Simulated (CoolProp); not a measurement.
Saturated liquid density (kg/m³) of carbon monoxide: the reference equation beside estimates from Tc = 132.9 K, pc = 34.98 bar, ω = 0.050. Rackett uses Z = 0.29056 − 0.08775 ω.

Values from CoolProp's reference Helmholtz-energy equation of state, Lemmon 2006. It is a short technical equation, of lower accuracy than the large ones.

| T (K) | reference | Rackett | van der Waals | Redlich-Kwong | Soave-Redlich-Kwong | Peng-Robinson |
|---|---|---|---|---|---|---|
| 82.7 | 788.6 | 799.1 | 538.3 | 790.1 | 786.1 | 888.2 |
| 87.2 | 768.4 | 779.3 | 524.8 | 766.7 | 763.8 | 863.8 |
| 91.7 | 747.3 | 758.6 | 510.6 | 741.6 | 739.8 | 837.5 |
| 96.2 | 725.1 | 736.8 | 495.4 | 714.7 | 714.0 | 808.8 |
| 100.7 | 701.7 | 713.7 | 479.2 | 685.6 | 686.0 | ? |
| 105.2 | 676.6 | 689.1 | 461.6 | 654.0 | 655.3 | 742.9 |
| 109.7 | 649.3 | 662.4 | 442.5 | 619.5 | 621.6 | 704.5 |
| 114.2 | 619.3 | 632.9 | 421.2 | 581.2 | ? | ? |
| 118.7 | 585.4 | 599.6 | 397.1 | 538.0 | 541.1 | 611.7 |
| 123.3 | 544.3 | 559.0 | 368.0 | 486.3 | 489.5 | 551.2 |

Task: Complete the blanks.

Result: 
- 100.7, Peng-Robinson: 777.4
- 114.2, Soave-Redlich-Kwong: 584.0
- 114.2, Peng-Robinson: 661.3

Absolute difference from the reference over all 10 rows, mean and median: Rackett 1.9 and 1.8 %, van der Waals 31.9 and 31.8 %, Redlich-Kwong 3.8 and 2.8 %, Soave-Redlich-Kwong 3.6 and 2.7 %, Peng-Robinson 9.0 and 10.3 %.
